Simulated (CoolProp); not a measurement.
Vapour-liquid equilibrium of acetone (1) + cyclohexane (2) at 0.412 MPa; x and y are mole fractions of (1).

Computed with CoolProp (multi-fluid Helmholtz-energy mixture model, Lemmon 2006 and Zhou 2014; pair parameters Bell 2016).

| x | bubble temperature (°C) | y at the bubble point | dew temperature at overall composition x (°C) | liquid density (mol/L) |
|---|---|---|---|---|
| 0.05 | 125.7 | 0.219 | 133.6 | 8.063 |
| 0.15 | 114.6 | 0.433 | 129.0 | 8.405 |
| 0.25 | 109.3 | 0.531 | 124.2 | ? |
| 0.35 | 106.5 | 0.588 | 119.0 | ? |
| 0.45 | 104.7 | 0.630 | 113.7 | 9.325 |
| 0.55 | 103.5 | 0.670 | 108.3 | 9.683 |
| 0.65 | ? | ? | ? | 10.08 |
| 0.75 | 102.2 | 0.765 | 102.3 | 10.53 |
| 0.85 | 102.3 | 0.835 | 102.3 | ? |
| 0.95 | 103.1 | 0.934 | ? | 11.57 |

Complete the blanks.


- 0.25, liquid density (mol/L): 8.703
- 0.35, liquid density (mol/L): 9.003
- 0.65, bubble temperature (°C): 102.7
- 0.65, y at the bubble point: 0.713
- 0.65, dew temperature at overall composition x (°C): 104.0
- 0.85, liquid density (mol/L): 11.03
- 0.95, dew temperature at overall composition x (°C): 103.3

y crosses x between x = 0.75 and 0.85: the model has an azeotrope there.

The pair parameters rest on a limited set of measurements; away from them the model extrapolates.
